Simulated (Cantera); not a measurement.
Cantera with NASA thermochemical tables; ideal gases at 1 bar, condensed phases pure. Values are per mole of reaction as written; species without (g) are pure solids or liquids, kept so even where they would boil at 1 bar.

3 H2(g) + CrO3(g) = 3 H2O(g) + Cr, with ΔH° = -432.6 kJ and ΔS° = -68.3 J/K at 300 K.

Task: How far is the shortcut ΔG° ≈ ΔH°(300 K) − T·ΔS°(300 K) from the full temperature-dependent value at 748, 898, 1048, 1198, 1348, 1498, 1648, 1798, 1948, 2098, 2248 K?

Result: 
```
T (K)  shortcut (kJ)  full (kJ)  difference (kJ)  difference in log10 K  condensed phases
-----  -------------  ---------  ---------------  ---------------------  ----------------
748           -381.6     -376.2             -5.3                   0.37             Cr(s)
898           -371.3     -362.6             -8.8                   0.51             Cr(s)
1048          -361.1     -348.5            -12.6                   0.63             Cr(s)
1198          -350.9     -334.1            -16.7                   0.73             Cr(s)
1348          -340.6     -319.7            -21.0                   0.81             Cr(s)
1498          -330.4     -305.2            -25.2                   0.88             Cr(s)
1648          -320.1     -290.8            -29.4                   0.93             Cr(s)
1798          -309.9     -276.5            -33.4                   0.97             Cr(s)
1948          -299.7     -262.4            -37.3                   1.00             Cr(s)
2098          -289.4     -248.6            -40.8                   1.02             Cr(s)
2248          -279.2     -236.1            -43.1                   1.00             Cr(l)
```
The shortcut ignores heat capacities and the phase changes listed.
